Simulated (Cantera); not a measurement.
Cantera run, input and output.

```python
import numpy as np
import cantera as ct

gas = ct.Solution("gri30.yaml")


def delay(T, t_max=10):
    gas.TPX = T, 2100000, {'CH4': 1, 'O2': 3.85, 'N2': 14.5}
    reactor = ct.IdealGasReactor(gas, clone=False)
    net = ct.ReactorNet([reactor])
    net.rtol, net.atol = 1e-8, 1e-16
    while net.time < t_max:
        t_old, T_old = net.time, reactor.T
        net.step()
        if reactor.T > T + 400:  # ignition: a rise of 400 K
            return t_old + (T + 400 - T_old) / (reactor.T - T_old) * (net.time - t_old)
    return np.nan


taus = []
for T in [1248, 1323, 1398, 1473, 1548, 1623, 1698, 1773]:
    taus.append(delay(T))
    print(f"T0 = {T:6g} K   tau = {taus[-1]:.4e} s")
```

It prints:

```
T0 =   1248 K   tau = 9.1114e-04 s
T0 =   1323 K   tau = 3.9815e-04 s
T0 =   1398 K   tau = 1.8703e-04 s
T0 =   1473 K   tau = 9.3222e-05 s
T0 =   1548 K   tau = 4.8918e-05 s
T0 =   1623 K   tau = 2.6889e-05 s
T0 =   1698 K   tau = 1.5434e-05 s
T0 =   1773 K   tau = 9.2325e-06 s
```

Detailed kinetics in Cantera: GRI-Mech 3.0 (53 species, 325 reactions). The pressure lies above the range GRI-Mech 3.0 was tuned for (to about 10 atm).
